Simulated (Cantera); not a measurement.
Input (Python, Cantera):

```python
import numpy as np
import cantera as ct

gas = ct.Solution("SiF4_NH3_mec.yaml", "gas")
gas.TPX = 2100, 13332, {'NH3': 1, 'N2': 1.5}
inlet = ct.Reservoir(gas, clone=True)

reactor = ct.IdealGasConstPressureReactor(gas, energy="off", clone=False)
exhaust = ct.Reservoir(gas, clone=True)
tau = [8.9, 2.1, 0.48, 0.11, 0.026, 0.0061, 0.0014, 0.00033][0]
for a, b in ((inlet, reactor), (reactor, exhaust)):
    ct.MassFlowController(a, b, mdot=lambda t: reactor.mass / tau)
net = ct.ReactorNet([reactor])
show = ['NH3', 'N2', 'N2H4', 'N2H2', 'H', 'N']

rows = []
print(f"{'tau/s':>10s}{'T/K':>9s}" + "".join(f"{s:>11s}" for s in show))
for tau in [8.9, 2.1, 0.48, 0.11, 0.026, 0.0061, 0.0014, 0.00033]:
    net.initial_time = 0.0
    net.advance(30 * tau)
    before = gas.X
    net.advance(40 * tau)
    drift = np.max(np.abs(gas.X - before) / (gas.X + 1e-9))
    rows.append([gas.T, *gas[show].X, drift])
    print(f"{tau:10.3e}{gas.T:9.1f}" + "".join(f"{x:11.3e}" for x in gas[show].X))
```

Result:

```
     tau/s      T/K        NH3         N2       N2H4       N2H2          H          N
 8.900e+00   2100.0  2.212e-03  5.709e-01  4.063e-11  1.677e-08  2.416e-03  2.702e-06
 2.100e+00   2100.0  1.403e-02  5.721e-01  4.109e-10  9.687e-08  1.176e-03  2.102e-06
 4.800e-01   2100.0  5.709e-02  5.752e-01  2.709e-09  4.433e-07  6.598e-04  2.025e-06
 1.100e-01   2100.0  1.653e-01  5.830e-01  1.183e-08  1.513e-06  3.268e-04  1.864e-06
 2.600e-02   2100.0  2.982e-01  5.924e-01  2.922e-08  3.113e-06  1.244e-04  1.334e-06
 6.100e-03   2100.0  3.707e-01  5.976e-01  4.742e-08  3.973e-06  3.776e-05  5.232e-07
 1.400e-03   2100.0  3.932e-01  5.992e-01  4.921e-08  3.339e-06  9.319e-06  1.087e-07
 3.300e-04   2100.0  3.986e-01  5.997e-01  1.928e-08  1.144e-06  2.139e-06  1.809e-08
```

Model: the gas-phase N/H chemistry of the illustrative SiF4/NH3 mechanism in the Surface Chemkin manual (1991), integrated in Cantera. Walls and surfaces, which speed up NH3 decomposition in real reactors, are not modelled.
